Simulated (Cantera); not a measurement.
Feed: 1 mol TiC, 0.25 mol C, 6.5 mol H2, equilibrated at 2.30 bar.

Equilibrium computed with Cantera from the NASA thermochemical tables; the gas is ideal and each condensed phase is pure. Candidate condensed phases: C, C6H6, C7H8, C8H18, Ti, TiC; 77 gas species. TiC: taken at fixed stoichiometry. Kinetics and transport are ignored.

x: gas mole fraction; n: condensed amount in mol.

```json
[
 {"T (K)": "2073", "x H2": "0.996", "x H": "0.00173", "x C2H2 (acetylene)": "0.00122", "x CH4": "0.000804", "x C4H2": "6.04e-7", "x CH3": "2.73e-5", "n C(graphite)": "0.229", "n TiC(s)": "1.00"},
 {"T (K)": "2173", "x H2": "0.994", "x H": "0.00317", "x C2H2 (acetylene)": "0.00219", "x CH4": "0.000634", "x C4H2": "1.97e-6", "x CH3": "3.89e-5", "n C(graphite)": "0.217", "n TiC(s)": "1.00"},
 {"T (K)": "2273", "x H2": "0.990", "x H": "0.00551", "x C2H2 (acetylene)": "0.00373", "x CH4": "0.000509", "x C4H2": "5.75e-6", "x CH3": "5.35e-5", "n C(graphite)": "0.197", "n TiC(s)": "1.00"},
 {"T (K)": "2373", "x H2": "0.984", "x H": "0.00914", "x C2H2 (acetylene)": "0.00606", "x CH4": "0.000416", "x C4H2": "1.53e-5", "x CH3": "7.14e-5", "n C(graphite)": "0.167", "n TiC(s)": "1.000"},
 {"T (K)": "2473", "x H2": "0.976", "x H": "…", "x C2H2 (acetylene)": "…", "x CH4": "…", "x C4H2": "…", "x CH3": "…", "n C(graphite)": "…", "n TiC(s)": "1.000"},
 {"T (K)": "2573", "x H2": "0.963", "x H": "…", "x C2H2 (acetylene)": "…", "x CH4": "…", "x C4H2": "…", "x CH3": "…", "n C(graphite)": "…", "n TiC(s)": "1.000"},
 {"T (K)": "2673", "x H2": "0.948", "x H": "0.0329", "x C2H2 (acetylene)": "0.0183", "x CH4": "0.000228", "x C4H2": "0.000147", "x CH3": "0.000136", "n C(graphite)": "0", "n TiC(s)": "1.000"},
 {"T (K)": "2773", "x H2": "0.934", "x H": "0.0474", "x C2H2 (acetylene)": "0.0181", "x CH4": "0.000162", "x C4H2": "0.000147", "x CH3": "0.000139", "n C(graphite)": "0", "n TiC(s)": "1.000"}
]
```

Task: Complete the blanks.

Result: 
- 2573, x H: 0.0222
- 2573, x C2H2 (acetylene): 0.0140
- 2573, x CH4: 0.000286
- 2573, x C4H2: 8.48e-5
- 2573, x CH3: 0.000116
- 2573, n C(graphite): 0.0595
- 2473, x H: 0.0145
- 2473, x C2H2 (acetylene): 0.00941
- 2473, x CH4: 0.000343
- 2473, x C4H2: 3.74e-5
- 2473, x CH3: 9.25e-5
- 2473, n C(graphite): 0.122
